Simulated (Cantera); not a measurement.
A freely propagating, adiabatic, planar premixed flame of CH₄ : O₂ : N₂ = 1 : 1.82 : 7.09 (molar parts), equivalence ratio 1.1, unburnt at 548 K and 750 Torr; mixture-averaged transport, grid criteria slope 0.08 and curve 0.16, no radiation.

Computed with Cantera and GRI-Mech 3.0 (53 species, 325 reactions). Burning velocities carry a grid error of a few per cent, more on coarse grids.

x: mole fraction of selected species; z is measured from the peak of heat release.

```
z (mm)   T (K)  u (m/s)     x CH₄     x O₂   x NO       x H    x C₂H₂    x CH₂
-------  -----  -------  --------  -------  -----  --------  --------  -------
-1.07      548     1.04     0.101    0.183  <1e-8     <1e-8     <1e-8    <1e-8
-0.710     550     1.04     0.100    0.183  <1e-8     <1e-8   3.84e-8    <1e-8
-0.533     558     1.06    0.0995    0.182    [?]     <1e-8   3.01e-7    <1e-8
-0.355     617     1.18    0.0950    0.177    [?]   6.10e-7   3.50e-6    <1e-8
-0.178    1015     1.98    0.0679    0.144    [?]  0.000126   5.04e-5  3.05e-7
-0.0888   1432     2.82    0.0372    0.102    [?]  0.000867  0.000149  1.14e-5
0         1814     3.61   0.00905   0.0543    [?]   0.00380  0.000268  7.10e-5
0.0888    1974     3.93  0.000732   0.0262    [?]   0.00761   6.52e-5  2.58e-5
0.178     2016     4.00   3.01e-5   0.0164    [?]   0.00941   3.15e-6  1.58e-6
0.355     2056     4.06   7.80e-8   0.0117    [?]   0.00958     <1e-8    <1e-8
0.710     2107     4.14     <1e-8  0.00951    [?]   0.00810     <1e-8    <1e-8
1.42      2168     4.24     <1e-8  0.00742    [?]   0.00594     <1e-8    <1e-8
2.84      2230     4.35     <1e-8  0.00519    [?]   0.00393     <1e-8    <1e-8
```

Question: What belongs in the gaps?

Answer: 
- -0.533, x NO: 2.75e-8
- -0.355, x NO: 2.61e-7
- -0.178, x NO: 3.18e-6
- -0.0888, x NO: 7.72e-6
- 0, x NO: 1.59e-5
- 0.0888, x NO: 2.69e-5
- 0.178, x NO: 3.44e-5
- 0.355, x NO: 4.09e-5
- 0.710, x NO: 4.75e-5
- 1.42, x NO: 5.77e-5
- 2.84, x NO: 7.45e-5
